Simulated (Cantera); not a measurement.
# Adiabatic ignition

An adiabatic, constant-volume homogeneous reactor starts with 5.75 % CH4, 14.9 % O2, 79.3 % N2, at 1625 K and 8250 Torr.

Detailed kinetics in Cantera: GRI-Mech 3.0 (53 species, 325 reactions).

```csv
t (s),T (K),P (bar),x CH4,x O2,x N2O,x H2O,x CO2,x C2H6
4.00e-6,1625,11.0,0.0574,0.149,2.02e-10,1.08e-5,3.78e-9,2.23e-7
1.26e-5,1625,11.0,0.0572,0.149,1.47e-9,0.000122,2.23e-7,1.48e-5
4.00e-5,1639,11.1,0.0544,0.148,1.51e-8,0.00217,1.43e-5,0.000490
0.000126,2868,19.7,<1e-12,0.0347,3.52e-6,0.103,0.0456,<1e-12
0.000400,2851,19.5,<1e-12,0.0308,3.62e-6,0.104,0.0457,<1e-12
0.00126,2848,19.5,<1e-12,0.0302,3.65e-6,0.104,0.0457,<1e-12
0.00400,2848,19.5,<1e-12,0.0302,3.65e-6,0.104,0.0457,<1e-12
0.0126,2848,19.5,<1e-12,0.0302,3.65e-6,0.104,0.0457,<1e-12
0.0400,2848,19.5,<1e-12,0.0302,3.65e-6,0.104,0.0457,<1e-12
0.126,2848,19.5,<1e-12,0.0302,3.65e-6,0.104,0.0457,<1e-12
0.400,2848,19.5,<1e-12,0.0302,3.65e-6,0.104,0.0457,<1e-12
1.26,2848,19.5,<1e-12,0.0302,3.65e-6,0.104,0.0457,<1e-12
4.00,2848,19.5,<1e-12,0.0302,3.65e-6,0.104,0.0457,<1e-12
```
x: mole fraction; the columns are a selection and need not sum to one.

The time of steepest temperature rise is 66.3 µs, the temperature at 4.00 s is 2848 K and the equilibrium temperature is 2848 K. The x(CH4) at 4.00 s is <1e-12 (gas-phase equilibrium <1e-12) and the x(O2) at 4.00 s comes out as 0.0302 (gas-phase equilibrium 0.0302). The x(N2O) at 4.00 s comes out as 3.65e-6 (gas-phase equilibrium 3.65e-6).
